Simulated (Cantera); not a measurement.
Input (Python, Cantera):

```python
import numpy as np
import cantera as ct

gas = ct.Solution("h2o2.yaml")
gas.TPX = 1248, 17000, {'H2': 1.3, 'O2': 1, 'N2': 10}
reactor = ct.IdealGasConstPressureReactor(gas, energy="off", clone=False)
net = ct.ReactorNet([reactor])
net.rtol, net.atol = 1e-08, 1e-18
show = ['H2', 'O2', 'H', 'OH', 'HO2', 'O']
times = np.geomspace(0.0003, 20, 10)

steps = ct.SolutionArray(gas, extra=["t"])
rows = []
print(f"{'t/s':>10s}{'T/K':>9s}{'P/Pa':>11s}" + "".join(f"{s:>11s}" for s in show))
for t in times:
    while net.time < t:
        t_next = net.step()
        steps.append(gas.state, t=t_next)
    rows.append([np.interp(t, steps.t, y) for y in (steps.T, steps.P, *steps(*show).X.T)])
    print(f"{t:10.3e}{rows[-1][0]:9.1f}{rows[-1][1]:11.4g}" + "".join(f"{x:11.3e}" for x in rows[-1][2:]))
rate = np.gradient(steps.T, steps.t)
print("integrator steps:", len(steps.t))
if steps.T.max() > steps.T[0] + 200:
    print(f"time of steepest temperature rise: {steps.t[rate.argmax()]:.4e} s")
gas.TPX = 1248, 17000, {'H2': 1.3, 'O2': 1, 'N2': 10}
gas.equilibrate("TP")
print(f"equilibrium (TP): T = {gas.T:.1f} K  " + "  ".join(f"{s} {gas[s].X[0]:.3e}" for s in show))
```

Result:

```
       t/s      T/K       P/Pa         H2         O2          H         OH        HO2          O
 3.000e-04   1248.0    1.7e+04  1.041e-01  8.064e-02  8.651e-04  9.734e-05  4.958e-06  1.622e-04
 1.031e-03   1248.0    1.7e+04  9.574e-03  3.618e-02  2.657e-02  2.682e-03  4.383e-06  7.484e-03
 3.541e-03   1248.0    1.7e+04  3.016e-03  3.109e-02  3.464e-03  1.371e-03  3.861e-06  1.637e-03
 1.216e-02   1248.0    1.7e+04  2.774e-04  3.003e-02  8.393e-05  3.888e-04  1.963e-06  1.335e-04
 4.179e-02   1248.0    1.7e+04  2.036e-05  3.002e-02  1.721e-06  1.071e-04  3.002e-07  1.000e-05
 1.436e-01   1248.0    1.7e+04  2.644e-06  3.003e-02  8.728e-08  3.999e-05  4.631e-08  1.387e-06
 4.932e-01   1248.0    1.7e+04  5.329e-07  3.004e-02  8.295e-09  1.831e-05  1.048e-08  2.909e-07
 1.695e+00   1248.0    1.7e+04  1.413e-07  3.004e-02  1.160e-09  9.489e-06  4.202e-09  7.825e-08
 5.822e+00   1248.0    1.7e+04  5.986e-08  3.004e-02  3.207e-10  6.121e-06  3.520e-09  3.259e-08
 2.000e+01   1248.0    1.7e+04  5.219e-08  3.004e-02  2.605e-10  5.690e-06  3.535e-09  2.817e-08
integrator steps: 2107
equilibrium (TP): T = 1248.0 K  H2 5.217e-08  O2 3.004e-02  H 2.604e-10  OH 5.689e-06  HO2 3.535e-09  O 2.816e-08
```

Model: the H2/O2 subset of GRI-Mech 3.0, which has no nitrogen chemistry, integrated in Cantera. The temperature is held fixed by assumption; the heat of reaction is taken as removed at once.
